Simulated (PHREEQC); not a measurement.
Make-up at 25 °C: 0.00801 mol/kgw HF and 0.00028 mol/kgw CuSO4. Closed to the air; pH follows from the charge balance.

Computed with PHREEQC (ion-association model, phreeqc.dat).

Task: The ionic strength comes out as 0.00314 mol/kgw. What activity coefficients do CuF+, HSO4-, SO4-2, HF2-, F- get?

Result: CuF+ 0.94, HSO4- 0.94, SO4-2 0.79, HF2- 0.94, F- 0.94.

This is a speciation only: nothing precipitates in the calculation.
